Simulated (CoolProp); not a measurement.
Vapour-liquid equilibrium of ethane (1) + hydrogen sulfide (2) at 3.35 °C; x and y are mole fractions of (1).

The numbers come from the multi-fluid Helmholtz-energy mixture model, Bücker 2006 and Lemmon 2006; pair parameters Kunz 2012 in CoolProp.

```json
[
 {"x": "0.05", "bubble pressure (kPa)": "1425", "y at the bubble point": "0.211", "dew pressure at overall composition x (kPa)": "1195", "liquid density (mol/L)": "23.25"},
 {"x": "0.125", "bubble pressure (kPa)": "1741", "y at the bubble point": "0.372", "dew pressure at overall composition x (kPa)": "1293", "liquid density (mol/L)": "21.90"},
 {"x": "0.2", "bubble pressure (kPa)": "1961", "y at the bubble point": "0.460", "dew pressure at overall composition x (kPa)": "1406", "liquid density (mol/L)": "20.67"},
 {"x": "0.275", "bubble pressure (kPa)": "2119", "y at the bubble point": "0.517", "dew pressure at overall composition x (kPa)": "1538", "liquid density (mol/L)": "19.55"},
 {"x": "0.35", "bubble pressure (kPa)": "2239", "y at the bubble point": "0.561", "dew pressure at overall composition x (kPa)": "1692", "liquid density (mol/L)": "18.52"},
 {"x": "0.425", "bubble pressure (kPa)": "2335", "y at the bubble point": "0.599", "dew pressure at overall composition x (kPa)": "1871", "liquid density (mol/L)": "17.59"},
 {"x": "0.5", "bubble pressure (kPa)": "2416", "y at the bubble point": "0.636", "dew pressure at overall composition x (kPa)": "2071", "liquid density (mol/L)": "16.74"},
 {"x": "0.575", "bubble pressure (kPa)": "2485", "y at the bubble point": "0.673", "dew pressure at overall composition x (kPa)": "2274", "liquid density (mol/L)": "15.98"},
 {"x": "0.65", "bubble pressure (kPa)": "2544", "y at the bubble point": "0.714", "dew pressure at overall composition x (kPa)": "2444", "liquid density (mol/L)": "15.29"},
 {"x": "0.725", "bubble pressure (kPa)": "2590", "y at the bubble point": "0.760", "dew pressure at overall composition x (kPa)": "2556", "liquid density (mol/L)": "14.68"},
 {"x": "0.8", "bubble pressure (kPa)": "2619", "y at the bubble point": "0.813", "dew pressure at overall composition x (kPa)": "2614", "liquid density (mol/L)": "14.14"},
 {"x": "0.875", "bubble pressure (kPa)": "2629", "y at the bubble point": "0.874", "dew pressure at overall composition x (kPa)": "2629", "liquid density (mol/L)": "13.67"},
 {"x": "0.95", "bubble pressure (kPa)": "2613", "y at the bubble point": "0.945", "dew pressure at overall composition x (kPa)": "2611", "liquid density (mol/L)": "13.27"}
]
```

y crosses x between x = 0.8 and 0.875: the model has an azeotrope there.

Pair parameters are fitted to limited data, so mixtures are less certain than the pure fluids.
